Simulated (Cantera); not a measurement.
Gas-phase reforming

A perfectly stirred reactor is fed with 56.3 % CH₄, 40.6 % H₂O, 3.10 % H₂, at 400000 Pa; it is held at 1973 K, and followed from long to short residence time.

Model: GRI-Mech 3.0 (53 species, 325 reactions), integrated in Cantera. GRI-Mech 3.0 stops at C3 and has no aromatics, soot or wall deposition, so with more carbon than oxygen in the feed, carbon stays in small species such as C2H2 where larger ones or solid carbon would form.

```csv
τ (s),x CH₄,x H₂O,x H₂,x CH₃,x CO,x HCO,x O₂
0.32,0.0134,0.0223,0.727,0.000211,0.189,1.67e-7,8.80e-12
0.13,0.0176,0.0415,0.709,0.000279,0.173,1.52e-7,2.99e-11
0.053,0.0240,0.0702,0.683,0.000387,0.149,1.31e-7,8.36e-11
0.022,0.0334,0.107,0.649,0.000550,0.120,1.09e-7,1.94e-10
0.0088,0.0479,0.153,0.603,0.000805,0.0861,8.71e-8,3.97e-10
0.0036,0.0687,0.200,0.553,0.00118,0.0550,7.52e-8,6.93e-10
0.0015,0.0989,0.241,0.499,0.00173,0.0315,7.83e-8,1.06e-9
0.00059,0.146,0.276,0.436,0.00257,0.0158,1.00e-7,1.51e-9
0.00024,0.208,0.305,0.366,0.00370,0.00770,1.40e-7,1.98e-9
```
x: mole fraction; the columns are a selection and need not sum to one.
